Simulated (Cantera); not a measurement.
A perfectly stirred reactor is fed with NH3 : H2 = 1 : 2 (molar parts), at 0.860 bar; it is held at 1625 K, and followed from long to short residence time.

Detailed kinetics in Cantera: the gas-phase N/H chemistry of the illustrative SiF4/NH3 mechanism in the Surface Chemkin manual (1991). Walls and surfaces, which speed up NH3 decomposition in real reactors, are not modelled.

What does this change do: temperature 1625 to 1825 K?


| quantity | before | after |
|---|---|---|
| x(NH3) at τ = 2.10 s | 0.281 | 0.0763 |
| x(H2) at τ = 2.10 s | 0.699 | 0.827 |
| x(NH) at τ = 2.10 s | 1.97e-7 | 1.24e-6 |
| x(N2H4) at τ = 2.10 s | 3.38e-8 | 1.07e-8 |
| x(NH2) at τ = 2.10 s | 4.39e-5 | 7.52e-5 |
| x(NH3) at τ = 47.0 ms | 0.332 | 0.299 |
| x(H2) at τ = 47.0 ms | 0.668 | 0.688 |
| x(NH) at τ = 47.0 ms | 2.09e-7 | 2.32e-6 |
| x(N2H4) at τ = 47.0 ms | 4.26e-8 | 8.04e-8 |
| x(NH2) at τ = 47.0 ms | 4.93e-5 | 0.000206 |

What does this change do: NH3 1 to 2.6 parts?


| quantity | before | after |
|---|---|---|
| x(NH3) at τ = 2.10 s | 0.281 | 0.436 |
| x(H2) at τ = 2.10 s | 0.699 | 0.523 |
| x(NH) at τ = 2.10 s | 1.97e-7 | 2.69e-7 |
| x(N2H4) at τ = 2.10 s | 3.38e-8 | 7.25e-8 |
| x(NH2) at τ = 2.10 s | 4.39e-5 | 6.43e-5 |
| x(NH3) at τ = 47.0 ms | 0.332 | 0.561 |
| x(H2) at τ = 47.0 ms | 0.668 | 0.438 |
| x(NH) at τ = 47.0 ms | 2.09e-7 | 2.98e-7 |
| x(N2H4) at τ = 47.0 ms | 4.26e-8 | 1.04e-7 |
| x(NH2) at τ = 47.0 ms | 4.93e-5 | 7.71e-5 |
